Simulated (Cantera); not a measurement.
Cantera run:

```python
import numpy as np
import cantera as ct

gas_names = """
    PbS CS2
""".split()
cond_names = """
    C(gr) Pb(cr) Pb(L)
""".split()


def load(file, names, dense=False):
    # The tables refer to 1 bar. Condensed volumes are neglected.
    table = {s.name: s for s in ct.Species.list_from_file(file)}
    out = []
    for n in names:
        d = dict(table[n].input_data)
        d["thermo"] = dict(d["thermo"], **{"reference-pressure": 1e5})
        if dense:
            d["equation-of-state"] = {"model": "constant-volume", "density": "1e6 g/cm^3"}
        out.append(ct.Species.from_dict(d))
    return out


species = {s.name: s for s in load("nasa_gas.yaml", gas_names) + load("nasa_condensed.yaml", cond_names)}
# Each term lists the table entries of one substance; the one whose range holds T is used.
reactions = {
    'C + 2 PbS(g) = 2 Pb + CS2(g)':
        [(-1, ['C(gr)']), (-2, ['PbS']), (2, ['Pb(cr)', 'Pb(L)']), (1, ['CS2'])],
}


def pick(names, T):
    return next(species[n] for n in names if species[n].thermo.min_temp <= T <= species[n].thermo.max_temp)


results = []
for label, terms in reactions.items():
    print(label)
    print("     T/K   dH/kJ  dS/(J/K)   dG/kJ   log10 K")
    for T in [1075, 1175, 1275, 1375, 1475]:
        used = [(nu, pick(names, T)) for nu, names in terms]
        dH = sum(nu * s.thermo.h(T) for nu, s in used) / 1e6
        dS = sum(nu * s.thermo.s(T) for nu, s in used) / 1e3
        dG = dH - T * dS / 1e3
        logK = -dG * 1e6 / (ct.gas_constant * T * np.log(10))
        results.append((label, T, dH, dS, dG, logK, [s.name for _, s in used]))
        print(f"{T:8g} {dH:8.1f} {dS:8.1f} {dG:8.1f} {logK:8.2f}")
```

Output:

```
C + 2 PbS(g) = 2 Pb + CS2(g)
     T/K   dH/kJ  dS/(J/K)   dG/kJ   log10 K
    1075   -119.6    -96.4    -16.0     0.78
    1175   -117.5    -94.6     -6.4     0.29
    1275   -115.5    -92.9      2.9    -0.12
    1375   -113.6    -91.4     12.2    -0.46
    1475   -111.6    -90.1     21.2    -0.75
```

Standard-state values (1 bar) from the NASA 1993 polynomials, evaluated with Cantera. Condensed species are held in their standard states even where they would react or evaporate.
